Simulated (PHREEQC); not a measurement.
Dissolve 0.0068 mol KOH, 5.6e-05 mol K2SO4 and 0.034 mol CuSO4 per kg of water at 30 °C. Closed to the air; pH follows from the charge balance.

Model: ion-association model, wateq4f.dat, run in PHREEQC.

No solid was allowed to form.

Task: Estimate the pH, ionic strength.

Result: pH 5.81; ionic strength 0.0856 mol/kgw.

Task: In which forms is Cu present?

Result: Cu+2 46 %, CuSO4 34 %, Cu2(OH)2+2 20 % of the Cu.

Examples of supersaturated solids here: Brochantite, Antlerite. Others may be too. Species that the database lacks are ignored.
